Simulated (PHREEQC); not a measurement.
Dissolve 0.022 mol/kgw HCl, 0.025 mol/kgw Al2(SO4)3 and 0.0015 mol/kgw Na2SO4 at 87 °C. It is in equilibrium with CO2 at log p = -3.4 (atm). Otherwise closed; pH follows from the charge balance.

Model: ion-association model, phreeqc.dat, run in PHREEQC.

### Question
The ionic strength comes out as 0.105 mol/kgw. What activity coefficients do NaSO4-, AlSO4+, Al+3, SO4-2, Na+ get?

### Answer
NaSO4- 0.76, AlSO4+ 0.75, Al+3 0.14, SO4-2 0.32, Na+ 0.76.

Precipitation was switched off in this run. Complexes and solids missing from the database can't appear. Constants without temperature data keep their 25 °C values here.
